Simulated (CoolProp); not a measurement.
Properties of isopentane along the isobar 0.175 MPa.

Values from CoolProp's reference Helmholtz-energy equation of state, Lemmon 2006. It is a short technical equation, of lower accuracy than the large ones.

| T (°C) | phase | cp (kJ/(kg K)) | speed of sound (m/s) | fugacity coefficient |
|---|---|---|---|---|
| -8.65 | liquid | 2.108 | 1124 | 0.1328 |
| 8.15 | liquid | 2.188 | 1042 | ___ |
| 24.95 | liquid | 2.273 | 961.6 | ___ |
| 41.75 | liquid | 2.364 | 881.2 | 0.8631 |
| 58.65 | gas | ___ | 192.4 | 0.9478 |
| 75.45 | gas | 1.933 | 198.5 | 0.9558 |
| 92.25 | gas | 2.002 | 204.2 | 0.9622 |
| 109.05 | gas | 2.071 | 209.6 | 0.9674 |
| 125.95 | gas | 2.142 | 214.9 | 0.9717 |
| 142.75 | gas | ___ | 219.9 | 0.9753 |
| 159.55 | gas | 2.282 | 224.7 | 0.9783 |
| 176.35 | gas | 2.350 | 229.4 | 0.9809 |
| 193.25 | gas | ___ | 233.9 | 0.9830 |
| 210.05 | gas | 2.485 | 238.4 | 0.9849 |
| 226.85 | gas | 2.551 | ___ | 0.9865 |

**Question.** Some entries are withheld; supply them.

**Answer.** 
- 8.15, fugacity coefficient: 0.2721
- 24.95, fugacity coefficient: 0.5050
- 58.65, cp (kJ/(kg K)): 1.868
- 142.75, cp (kJ/(kg K)): 2.212
- 193.25, cp (kJ/(kg K)): 2.419
- 226.85, speed of sound (m/s): 242.7
